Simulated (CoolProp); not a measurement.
Ammonia along the isotherm 186.05 °C: density (kg/m³) from the reference equation and from simpler models built on Tc = 132.4 °C, pc = 113.6 bar, ω = 0.256; each cubic takes its own stable root.

Model: reference Helmholtz-energy equation of state, Gao 2020, in CoolProp.

```csv
p (bar),phase,reference,ideal gas,van der Waals,Redlich-Kwong,Soave-Redlich-Kwong,Peng-Robinson
35.5,gas,17.15,15.84,17.07,17.15,17.05,17.23
71,gas,37.68,31.67,37.45,37.71,37.12,37.96
107,gas,63.80,47.73,63.91,63.95,61.90,64.08
142,supercritical,97.48,63.34,101.3,98.12,92.19,96.55
178,supercritical,146.0,79.40,160.1,146.3,131.3,138.9
213,supercritical,207.5,95.01,200.6,195.8,173.1,184.3
249,supercritical,267.2,111.1,223.4,232.9,209.9,225.2
284,supercritical,308.6,126.7,238.2,258.4,237.4,256.2
320,supercritical,338.4,142.7,249.8,278.3,259.3,281.3
355,supercritical,360.2,158.4,258.8,293.9,276.6,301.0
391,supercritical,377.9,174.4,266.6,307.3,291.4,318.0
426,supercritical,392.2,190.0,273.2,318.5,303.8,332.2
462,supercritical,404.8,206.1,279.1,328.7,314.9,345.0
497,supercritical,415.5,221.7,284.2,337.6,324.5,356.0
533,supercritical,425.3,237.7,289.0,345.8,333.5,366.3
568,supercritical,433.8,253.4,293.2,353.1,341.4,375.3
```
